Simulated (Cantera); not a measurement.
Equilibrium for silicon etching in halogen gases: Si + Cl₂ + N₂ + F₂

A closed system holds: 1 mol Si, 0.61 mol Cl₂, 0.22 mol N₂, 3.3 mol F₂, at 0.0488 Torr.

These are equilibrium values from Cantera (NASA tables, ideal gas, pure condensed phases), not measurements of a reactor. Candidate condensed phases: Si, Si₃N₄; 24 gas species. Rates play no part.

```
T (K)    x F  x SiF₄    x Cl    x ClF    x N₂     x Cl₂
-----  -----  ------  ------  -------  ------  --------
1173   0.406   0.248  0.0440    0.238  0.0545    0.0100
1223   0.439   0.235  0.0870    0.173  0.0518    0.0137
1273   0.470   0.222   0.138    0.108  0.0489    0.0131
1323   0.492   0.212   0.181   0.0589  0.0466   0.00926
1373   0.504   0.205   0.210   0.0297  0.0452   0.00543
1423   0.510   0.202   0.226   0.0145  0.0444   0.00290
1473   0.513   0.200   0.234  0.00718  0.0440   0.00151
1523   0.515   0.199   0.238  0.00365  0.0438  0.000795
1573   0.515   0.199   0.240  0.00192  0.0438  0.000429
1623   0.515   0.199   0.241  0.00104  0.0437  0.000239
```
x: gas mole fraction; nothing condenses.

From 1173 K to 1623 K nothing is condensed. The main Si-bearing gas is SiF₄ throughout.
